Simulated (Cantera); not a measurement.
Charge: 1 mol SiO₂, 4 mol C, 5.1 mol H₂, at 91.0 Pa.

Method: chemical equilibrium by Gibbs-energy minimisation in Cantera with the NASA 1993 tables (ideal gas, pure condensed phases). Candidate condensed phases: C, C₆H₆, C₇H₈, C₈H₁₈, H₂O, Si, SiC, SiO₂; 123 gas species. Gases not in the tables: Si₂H₆ and higher silanes. Rates play no part.

Problem. What share of the Si ends up in condensed phases as a function of T (°C), at 1752, 1802, 1852, 1902, 1952, 2002, 2052, 2102, 2152, 2202, 2252?

Solution. 
| T (°C) | Si condensed (%) | as |
|---|---|---|
| 1752 | 94.9 | SiC(s) |
| 1802 | 91.0 | SiC(s) |
| 1852 | 83.1 | SiC(s) |
| 1902 | 67.3 | SiC(s) |
| 1952 | 35.1 | SiC(s) |
| 2002 | 0.0 | - |
| 2052 | 0.0 | - |
| 2102 | 0.0 | - |
| 2152 | 0.0 | - |
| 2202 | 0.0 | - |
| 2252 | 0.0 | - |
